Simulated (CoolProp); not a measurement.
n-perfluorobutane at 336.66 K and 0.145 MPa is compressed adiabatically to 0.474 MPa with isentropic efficiency 0.85. Each further row changes one setting.

Computed with CoolProp (reference Helmholtz-energy equation of state, Gao 2022).

```csv
case,work (kJ/kg),final temperature (K),final density (kg/m³)
as stated,15.8,357.0,42.0
efficiency 1,13.4,354.5,42.4
efficiency 0.65,20.7,362.1,41.1
```
